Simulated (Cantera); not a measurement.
A Cantera script and its output.

```python
import numpy as np
import cantera as ct

gas = ct.Solution("gri30.yaml")
gas.TPX = 948, 31000, {'H2': 1.6, 'O2': 1, 'N2': 11, 'H2O': 0.12}
inlet = ct.Reservoir(gas, clone=True)

reactor = ct.IdealGasConstPressureReactor(gas, energy="off", clone=False)
exhaust = ct.Reservoir(gas, clone=True)
tau = [0.37, 0.2, 0.11, 0.057, 0.031, 0.016, 0.0087, 0.0047, 0.0025, 0.0013][0]
for a, b in ((inlet, reactor), (reactor, exhaust)):
    ct.MassFlowController(a, b, mdot=lambda t: reactor.mass / tau)
net = ct.ReactorNet([reactor])
show = ['H2', 'O2', 'NO2', 'HO2', 'O', 'N2O']

rows = []
print(f"{'tau/s':>10s}{'T/K':>9s}" + "".join(f"{s:>11s}" for s in show))
for tau in [0.37, 0.2, 0.11, 0.057, 0.031, 0.016, 0.0087, 0.0047, 0.0025, 0.0013]:
    net.initial_time = 0.0
    net.advance(30 * tau)
    before = gas.X
    net.advance(40 * tau)
    drift = np.max(np.abs(gas.X - before) / (gas.X + 1e-9))
    rows.append([gas.T, *gas[show].X, drift])
    print(f"{tau:10.3e}{gas.T:9.1f}" + "".join(f"{x:11.3e}" for x in gas[show].X))
```

Output:

```
     tau/s      T/K         H2         O2        NO2        HO2          O        N2O
 3.700e-01    948.0  3.019e-03  1.695e-02  1.298e-10  7.686e-06  2.416e-05  4.764e-08
 2.000e-01    948.0  4.002e-03  1.744e-02  1.121e-10  8.190e-06  3.593e-05  3.940e-08
 1.100e-01    948.0  5.295e-03  1.808e-02  9.669e-11  8.714e-06  5.199e-05  3.232e-08
 5.700e-02    948.0  7.233e-03  1.904e-02  8.179e-11  9.356e-06  7.677e-05  2.569e-08
 3.100e-02    948.0  9.674e-03  2.027e-02  6.990e-11  1.004e-05  1.087e-04  2.058e-08
 1.600e-02    948.0  1.326e-02  2.208e-02  5.890e-11  1.093e-05  1.563e-04  1.605e-08
 8.700e-03    948.0  1.768e-02  2.433e-02  5.023e-11  1.191e-05  2.157e-04  1.265e-08
 4.700e-03    948.0  2.353e-02  2.733e-02  4.250e-11  1.309e-05  2.946e-04  9.845e-09
 2.500e-03    948.0  3.128e-02  3.134e-02  3.523e-11  1.446e-05  3.984e-04  7.471e-09
 1.300e-03    948.0  4.157e-02  3.666e-02  2.793e-11  1.599e-05  5.293e-04  5.431e-09
```

Cantera simulation using GRI-Mech 3.0 (53 species, 325 reactions); the numbers are that mechanism's predictions, not measurements. Below about 950 K walls govern HO2 and H2O2 in real vessels. The temperature is held fixed by assumption; the heat of reaction is taken as removed at once.
